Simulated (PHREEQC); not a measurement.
Consider water at 20 °C with 0.0015 mol/kgw NaHCO3 and 0.00032 mol/kgw KOH. Closed to the air; pH follows from the charge balance.

Model: ion-association model, phreeqc.dat, run in PHREEQC.

```tsv
quantity	before	after
pH	9.68	10.66
ionic strength (mol/kgw)	0.00210	0.000320
```

Task: Name the change that produced these shifts.
A. NaHCO3 left out
B. temperature from 20 to 30 °C
C. KOH left out
D. diluted 2-fold with water
E. KOH replaced by KHSO4 at the same molality

Result: A, NaHCO3 left out

No solid was allowed to form.
